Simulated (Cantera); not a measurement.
Input: 1 mol Al, 16 mol CO, 110 mol N₂, equilibrated at 140 Pa.

These are equilibrium values from Cantera (NASA tables, ideal gas, pure condensed phases), not measurements of a reactor. Candidate condensed phases: Al, AlN, Al₂O₃, C; 32 gas species. Condensed phases not in the tables: aluminium oxynitride. Equilibrium is a limit: real reactors are often held back by kinetics, nucleation or transport.

log p: log10 of the partial pressure in bar; n: condensed amount in mol.

```
T (K)  log p N₂  log p CO  log p Al  log p CO₂  log p Al₂O  log p CN  n Al₂O₃(s)  n C(graphite)  n AlN(s)
-----  --------  --------  --------  ---------  ----------  --------  ----------  -------------  --------
848       -2.91     -3.79      <-14      -6.22        <-14      <-14       0.500           1.55         0
948       -2.91     -3.79      <-14          ?        <-14      <-14       0.500           1.50         0
1048      -2.91     -3.79      <-14      -8.23        <-14      <-14       0.500           1.50         0
1148      -2.91     -3.79      <-14      -8.97        <-14      <-14       0.500           1.50         0
1248      -2.91     -3.79    -14.20      -9.58        <-14    -14.57       0.500           1.50         0
1348      -2.91     -3.75    -11.26     -10.02      -13.43    -13.21           0              0     1.000
1448      -2.91     -3.75     -9.55     -10.47      -11.86    -12.04           0              0     1.000
1548      -2.91     -3.75     -8.06     -10.85      -10.50    -11.03           0              0     0.999
1648      -2.91     -3.75     -6.76     -11.19       -9.30    -10.13           0              0     0.984
1748      -2.91     -3.75     -5.61     -11.49       -8.25     -9.34           0              0     0.779
1848      -2.92     -3.75     -4.96          ?           ?         ?           0              0         0
1948      -2.92     -3.75     -4.96     -11.45       -8.51     -8.54           0              0         0
```

Fill in the missing entries.


- 948, log p CO₂: -7.33
- 1848, log p CO₂: -11.76
- 1848, log p Al₂O: -8.05
- 1848, log p CN: -8.64
